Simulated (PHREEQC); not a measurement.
Dissolve 98 mmol/kgw H2SO4 and 170 mmol/kgw FeSO4 at 20 °C. Closed to the air; pH follows from the charge balance.

Model: ion-association model, wateq4f.dat, run in PHREEQC.

This is a speciation only: nothing precipitates in the calculation.

**Question.** Order these Fe species by the share of Fe that they hold, largest first: FeHSO4+, FeSO4, Fe+2.

**Answer.** Fe+2 (51 %), FeSO4 (34 %), FeHSO4+ (16 %)

**Question.** Order these S species by the share of S that they hold, largest first: HSO4-, SO4-2, FeHSO4+, FeSO4.

**Answer.** HSO4- (40 %), SO4-2 (29 %), FeSO4 (21 %), FeHSO4+ (10 %)

The pH is 1.32 and the ionic strength 0.424 mol/kgw.
